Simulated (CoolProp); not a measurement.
Vapour-liquid equilibrium of R22 (1) + R142b (2) at 187.9 K; x and y are mole fractions of (1).

Values from CoolProp's multi-fluid Helmholtz-energy mixture model, Kamei 1995 and Lemmon 2006; pair parameters Bell 2016.

| x | bubble pressure, mixture model (MPa) | bubble pressure, Raoult's law (MPa) | y, mixture model | y, Raoult's law |
|---|---|---|---|---|
| 0.05 | 0.001297 | 0.001302 | [?] | 0.269 |
| 0.15 | 0.001856 | 0.001904 | 0.539 | 0.553 |
| 0.25 | 0.002396 | 0.002505 | 0.683 | 0.700 |
| 0.35 | 0.002942 | 0.003106 | 0.776 | 0.790 |
| 0.45 | 0.003507 | 0.003708 | [?] | 0.851 |
| 0.55 | 0.004100 | 0.004309 | [?] | 0.895 |
| 0.65 | [?] | 0.004910 | 0.928 | 0.929 |
| 0.75 | 0.005375 | 0.005512 | 0.956 | 0.955 |
| 0.85 | 0.006039 | 0.006113 | [?] | 0.975 |
| 0.95 | 0.006697 | 0.006714 | [?] | 0.993 |

Fill in the missing entries.


- 0.05, y, mixture model: 0.266
- 0.45, y, mixture model: 0.841
- 0.55, y, mixture model: 0.890
- 0.65, bubble pressure, mixture model (MPa): 0.004725
- 0.85, y, mixture model: 0.978
- 0.95, y, mixture model: 0.994

The largest gap from Raoult's law is -5.4 % in bubble pressure, at x = 0.45. No azeotrope shows between x = 0.05 and 0.95.

The pair parameters rest on a limited set of measurements; away from them the model extrapolates.
